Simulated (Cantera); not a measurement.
What does this Cantera script print?

```python
import numpy as np
import cantera as ct

surf = ct.Interface("ptcombust.yaml", "Pt_surf")
gas = surf.adjacent["gas"]
gas.TPX = 575, 100000, {'CO': 0.021, 'O2': 0.11, 'N2': 0.79, 'H2O': 0.064}
surf.TP = 575, 100000
reactor = ct.FlowReactor(gas, clone=False)
reactor.area = 0.0001  # m2
reactor.surface_area_to_volume_ratio = 5600  # 1/m
reactor.mass_flow_rate = 0.46 * reactor.area * gas.density  # inlet velocity 0.46 m/s
reactor.energy_enabled = False
wall = ct.ReactorSurface(surf, reactor, clone=False)
net = ct.ReactorNet([reactor])
net.rtol, net.atol = 1e-8, 1e-16
show, cover = ['CO', 'O2', 'H2O', 'CO2'], ['PT(S)', 'H(S)', 'O(S)', 'OH(S)', 'CO(S)', 'C(S)']

rows = []
print(f"{'z/m':>9s}{'u/(m/s)':>9s}" + "".join(f"{s:>13s}" for s in show + cover))
for z in [0.00012, 0.00021, 0.00038, 0.00068, 0.0012, 0.0021, 0.0038, 0.0068, 0.012]:
    net.advance(z)
    rows.append([reactor.speed, *gas[show].X, *surf[cover].coverages])
    print(f"{z:9.4g}{rows[-1][0]:9.3g}" + "".join(f"{x:13.4e}" for x in rows[-1][1:]))
```

Result:

```
      z/m  u/(m/s)           CO           O2          H2O          CO2        PT(S)         H(S)         O(S)        OH(S)        CO(S)         C(S)
  0.00012     0.46   2.1283e-02   1.1166e-01   6.4976e-02   3.7221e-05   3.5537e-03   4.8260e-10   6.8770e-03   6.8919e-04   9.8887e-01   1.3498e-15
  0.00021     0.46   2.1255e-02   1.1165e-01   6.4977e-02   6.5196e-05   3.5571e-03   4.8285e-10   6.8893e-03   6.9014e-04   9.8885e-01   1.3487e-15
  0.00038     0.46   2.1203e-02   1.1162e-01   6.4978e-02   1.1817e-04   3.5635e-03   4.8333e-10   6.9128e-03   6.9194e-04   9.8882e-01   1.3465e-15
  0.00068     0.46   2.1110e-02   1.1158e-01   6.4982e-02   2.1211e-04   3.5748e-03   4.8419e-10   6.9547e-03   6.9516e-04   9.8876e-01   1.3425e-15
   0.0012     0.46   2.0948e-02   1.1151e-01   6.4987e-02   3.7631e-04   3.5949e-03   4.8571e-10   7.0294e-03   7.0087e-04   9.8866e-01   1.3356e-15
   0.0021     0.46   2.0662e-02   1.1138e-01   6.4996e-02   6.6477e-04   3.6311e-03   4.8842e-10   7.1647e-03   7.1119e-04   9.8848e-01   1.3233e-15
   0.0038     0.46   2.0107e-02   1.1113e-01   6.5014e-02   1.2255e-03   3.7047e-03   4.9387e-10   7.4443e-03   7.3235e-04   9.8811e-01   1.2990e-15
   0.0068    0.459   1.9071e-02   1.1067e-01   6.5048e-02   2.2729e-03   3.8551e-03   5.0478e-10   8.0336e-03   7.7628e-04   9.8732e-01   1.2516e-15
    0.012    0.459   1.7045e-02   1.0976e-01   6.5115e-02   4.3208e-03   4.2113e-03   5.2951e-10   9.5266e-03   8.8398e-04   9.8536e-01   1.1506e-15
```

Detailed kinetics in Cantera: Deutschmann's 1995 Pt surface mechanism with GRI-Mech 3.0 gas chemistry. Catalytic surfaces can have several steady states; this one follows from the mechanism file's or the stated starting coverage. Mass transfer to the wall is taken as infinitely fast.
